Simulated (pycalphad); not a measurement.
## Phase fractions of Al-1.604Si-1.064Mg (wt.%)

All values are pycalphad results on the COST 507 light-alloy database (1999) (1 atm), not direct measurements. These are 1990s assessments: newer ones move some temperatures and phases. Phase fractions are per mole of atoms. Kinetics are ignored, which matters at the lower temperatures.

```
T (°C)  liquid    fcc  MG2SI  diamond (Si)
------  ------  -----  -----  ------------
657      1.000      -      -             -
577      0.065  0.935      -             -
497          -  0.984  0.011         0.004
417          -  0.978  0.015         0.007
337          -  0.975  0.017         0.009
257          -  0.973  0.017         0.009
177          -  0.973  0.018         0.009
97           -  0.973  0.018         0.009
```

Database names, with the compositions (at.%) that they take in these runs: MG2SI: Mg 67 Si 33.
